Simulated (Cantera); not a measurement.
A Cantera script and its output.

```python
import numpy as np
import cantera as ct

gas = ct.Solution("gri30.yaml")
gas.TPX = 1900, 2666, {'CH4': 1, 'N2': 1.1}
inlet = ct.Reservoir(gas, clone=True)

reactor = ct.IdealGasConstPressureReactor(gas, energy="off", clone=False)
exhaust = ct.Reservoir(gas, clone=True)
tau = [1.8, 0.57, 0.18, 0.057, 0.018, 0.0058, 0.0018][0]
for a, b in ((inlet, reactor), (reactor, exhaust)):
    ct.MassFlowController(a, b, mdot=lambda t: reactor.mass / tau)
net = ct.ReactorNet([reactor])
show = ['CH4', 'C2H2', 'H', 'HCN', 'C2H', 'CH3']

rows = []
print(f"{'tau/s':>10s}{'T/K':>9s}" + "".join(f"{s:>11s}" for s in show))
for tau in [1.8, 0.57, 0.18, 0.057, 0.018, 0.0058, 0.0018]:
    net.initial_time = 0.0
    net.advance(30 * tau)
    before = gas.X
    net.advance(40 * tau)
    drift = np.max(np.abs(gas.X - before) / (gas.X + 1e-9))
    rows.append([gas.T, *gas[show].X, drift])
    print(f"{tau:10.3e}{gas.T:9.1f}" + "".join(f"{x:11.3e}" for x in gas[show].X))
```

Result:

```
     tau/s      T/K        CH4       C2H2          H        HCN        C2H        CH3
 1.800e+00   1900.0  8.839e-03  1.576e-01  2.238e-03  1.783e-04  9.741e-06  8.304e-04
 5.700e-01   1900.0  1.920e-02  1.538e-01  1.810e-03  6.050e-05  7.868e-06  1.485e-03
 1.800e-01   1900.0  4.014e-02  1.460e-01  1.458e-03  1.976e-05  6.319e-06  2.605e-03
 5.700e-02   1900.0  7.898e-02  1.311e-01  1.157e-03  6.518e-06  4.968e-06  4.407e-03
 1.800e-02   1900.0  1.458e-01  1.044e-01  8.540e-04  2.013e-06  3.559e-06  7.030e-03
 5.800e-03   1900.0  2.519e-01  6.119e-02  4.994e-04  4.551e-07  1.869e-06  9.832e-03
 1.800e-03   1900.0  4.048e-01  1.015e-02  1.209e-04  2.391e-08  2.705e-07  9.219e-03
```

Model: GRI-Mech 3.0 (53 species, 325 reactions), integrated in Cantera. GRI-Mech 3.0 stops at C3 and has no aromatics, soot or wall deposition, so with more carbon than oxygen in the feed, carbon stays in small species such as C2H2 where larger ones or solid carbon would form. Radical loss at walls, strong at low pressure, is not modelled.
